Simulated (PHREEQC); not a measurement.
Consider water at 55 °C with 98 mmol/kgw FeSO4, 0.26 mmol/kgw ZnCl2, 0.75 mmol/kgw H2SO4 and 0.54 mmol/kgw Na2SO4. Closed to the air; pH follows from the charge balance.

Model: ion-association model, phreeqc.dat, run in PHREEQC.

```json
{
  "pH": "3.56",
  "ionic_strength": "0.184 mol/kgw",
  "specific_conductance": "13700 µS/cm",
  "density": "1.001 g/cm³",
  "total_alkalinity": "-1.50 meq/kg"
}
```

| species | molality | activity | log γ |
|---|---|---|---|
| FeSO4 | 0.0523 | 0.0546 | 0.018 |
| SO4-2 | 0.0456 | 0.0129 | -0.548 |
| Fe+2 | 0.0455 | 0.0144 | -0.499 |
| Na+ | 0.00100 | 0.000741 | -0.131 |
| HSO4- | 0.000979 | 0.000722 | -0.132 |
| Cl- | 0.000510 | 0.000362 | -0.149 |
| H+ | 0.000352 | 0.000279 | -0.101 |
| FeHSO4+ | 0.000170 | 0.000125 | -0.132 |
| ZnSO4 | 0.000115 | 0.000119 | 0.018 |
| Zn+2 | 0.000111 | 3.20e-5 | -0.540 |
| NaSO4- | 7.71e-5 | 5.70e-5 | -0.131 |
| Zn(SO4)2-2 | 3.44e-5 | 1.02e-5 | -0.529 |

Precipitation was switched off in this run. At this temperature some constants are extrapolated from 25 °C, and those without enthalpy data are left unchanged.
